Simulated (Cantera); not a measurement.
**Si + HCl + H₂ (chlorosilane synthesis and conversion)**

Charge: 1 mol Si, 0.62 mol HCl, 8.6 mol H₂, held at 3.70 bar.

Equilibrium computed with Cantera from the NASA thermochemical tables; the gas is ideal and each condensed phase is pure. Candidate condensed phases: Si; 19 gas species. The tables' values for SiCl₃ are old estimates; treat these amounts as uncertain. Equilibrium is a limit: real reactors are often held back by kinetics, nucleation or transport.

```csv
T (°C),x H₂,x HCl,x SiHCl₃,x SiCl₄,x SiCl₂,n Si(s)
377,0.979,4.39e-5,0.0127,0.00699,1.13e-9,0.810
477,0.979,0.000259,0.0122,0.00715,5.93e-8,0.811
577,0.978,0.000995,0.0118,0.00722,1.21e-6,0.813
677,0.977,0.00285,0.0112,0.00710,1.27e-5,0.817
777,0.974,0.00655,0.0103,0.00667,8.23e-5,0.827
877,0.970,0.0127,0.00898,0.00578,0.000365,0.842
977,0.964,0.0212,0.00710,0.00439,0.00117,0.862
1077,0.956,0.0307,0.00483,0.00271,0.00278,0.882
```
x: gas mole fraction; n: condensed amount in mol.

From 377 °C to 1077 °C the condensed part is Si(s). The main Si-bearing gas is SiHCl₃ throughout. The share of Si in condensed phases is highest at 1077 °C (88.2 %) and lowest at 377 °C (81.0 %).
